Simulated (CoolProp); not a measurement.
The fluid at 293.15 K and 3.82 MPa (liquid) is heated at constant pressure to 483.7 K. The same conditions are run with several fluids, on thermodynamics alone (safety and materials aside).

Computed with CoolProp (reference Helmholtz-energy equation of state of each fluid (carbonyl sulfide: Lemmon 2006; toluene: Lemmon 2006; cis-2-butene: Lemmon 2005)).

| fluid | heat (kJ/kg) | final phase | final density (kg/m³) |
|---|---|---|---|
| carbonyl sulfide | 391 | gas | ___ |
| toluene | ___ | liquid | ___ |
| cis-2-butene | ___ | gas | ___ |

Problem. Complete the blanks.

Solution. 
- carbonyl sulfide, final density (kg/m³): 63.1
- toluene, heat (kJ/kg): 385
- toluene, final density (kg/m³): 672
- cis-2-butene, heat (kJ/kg): 679
- cis-2-butene, final density (kg/m³): 71.8
